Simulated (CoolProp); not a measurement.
Properties of C2F6 (R116) at several states (Tc = 293.0 K, pc = 3.048 MPa, ω = 0.257).

The numbers come from the reference Helmholtz-energy equation of state, Lemmon 2006 in CoolProp. It is a short technical equation, of lower accuracy than the large ones.

```csv
T (K),p (MPa),phase,Z,cp (kJ/(kg K)),speed of sound (m/s),expansivity (1/kK),viscosity (µPa s),Prandtl number
397.2,0.74,gas,0.9733,(withheld),156.7,(withheld),18.9,0.766
191,3.13,liquid,0.1663,0.9234,(withheld),2.551,484,5.64
421.3,0.978,gas,0.9728,0.9500,161.3,2.674,20.1,0.775
203.1,1.24,liquid,(withheld),0.9583,533.3,2.874,374,4.88
```

Question: Fill in the missing entries.

Answer: 
- 397.2, cp (kJ/(kg K)): 0.9213
- 397.2, expansivity (1/kK): 2.807
- 191, speed of sound (m/s): 595.3
- 203.1, Z: 0.06436

Viscosity comes from a separate model (Huber 2003), an estimate that may be off by 10 % or more. Thermal conductivity comes from a separate model (Huber 2003), an estimate that may be off by 10 % or more.
